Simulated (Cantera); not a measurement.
Cantera run, input and output.

```python
import numpy as np
import cantera as ct

gas = ct.Solution("h2o2.yaml")
gas.TPX = 1373, 101325, {'H2': 1, 'O2': 1.09, 'N2': 4.09}
reactor = ct.IdealGasReactor(gas, energy="on", clone=False)
net = ct.ReactorNet([reactor])
net.rtol, net.atol = 1e-08, 1e-16
show = ['H2', 'O2', 'OH', 'H', 'O']
times = np.geomspace(1e-06, 0.6, 10)

steps = ct.SolutionArray(gas, extra=["t"])
rows = []
print(f"{'t/s':>10s}{'T/K':>9s}{'P/Pa':>11s}" + "".join(f"{s:>11s}" for s in show))
for t in times:
    while net.time < t:
        t_next = net.step()
        steps.append(gas.state, t=t_next)
    rows.append([np.interp(t, steps.t, y) for y in (steps.T, steps.P, *steps(*show).X.T)])
    print(f"{t:10.3e}{rows[-1][0]:9.1f}{rows[-1][1]:11.4g}" + "".join(f"{x:11.3e}" for x in rows[-1][2:]))
rate = np.gradient(steps.T, steps.t)
print("integrator steps:", len(steps.t))
if steps.T.max() > steps.T[0] + 200:
    print(f"time of steepest temperature rise: {steps.t[rate.argmax()]:.4e} s")
gas.TPX = 1373, 101325, {'H2': 1, 'O2': 1.09, 'N2': 4.09}
gas.equilibrate("UV")
print(f"equilibrium (UV): T = {gas.T:.1f} K  " + "  ".join(f"{s} {gas[s].X[0]:.3e}" for s in show))
```

It prints:

```
       t/s      T/K       P/Pa         H2         O2         OH          H          O
 1.000e-06   1373.0  1.013e+05  1.618e-01  1.764e-01  5.324e-09  3.674e-08  6.804e-09
 4.385e-06   1373.0  1.013e+05  1.618e-01  1.764e-01  1.306e-07  6.805e-07  1.788e-07
 1.923e-05   1417.2  1.044e+05  1.217e-01  1.574e-01  4.205e-03  1.940e-02  5.712e-03
 8.434e-05   2510.9   1.73e+05  6.006e-03  9.638e-02  2.114e-02  3.907e-03  9.076e-03
 3.699e-04   2599.0  1.781e+05  3.658e-03  9.790e-02  1.771e-02  1.745e-03  5.464e-03
 1.622e-03   2599.0  1.781e+05  3.658e-03  9.790e-02  1.771e-02  1.745e-03  5.464e-03
 7.114e-03   2599.0  1.781e+05  3.658e-03  9.790e-02  1.771e-02  1.745e-03  5.464e-03
 3.120e-02   2599.0  1.781e+05  3.658e-03  9.790e-02  1.771e-02  1.745e-03  5.464e-03
 1.368e-01   2599.0  1.781e+05  3.658e-03  9.790e-02  1.771e-02  1.745e-03  5.464e-03
 6.000e-01   2599.0  1.781e+05  3.658e-03  9.790e-02  1.771e-02  1.745e-03  5.464e-03
integrator steps: 1078
time of steepest temperature rise: 2.1885e-05 s
equilibrium (UV): T = 2599.0 K  H2 3.658e-03  O2 9.790e-02  OH 1.771e-02  H 1.745e-03  O 5.464e-03
```

Detailed kinetics in Cantera: the H2/O2 subset of GRI-Mech 3.0, which has no nitrogen chemistry.
